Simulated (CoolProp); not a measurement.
Values from CoolProp's reference Helmholtz-energy equation of state, Penoncello 2003.

Question: For CHF3 (R23), give the phase and the cv (kJ/(kg K)), Joule-Thomson coefficient (K/MPa) at 296.3 K and 2.62 MPa.

Answer: 
- 296.3 K and 2.62 MPa: gas; cv 0.726, Joule-Thomson coefficient 13.6
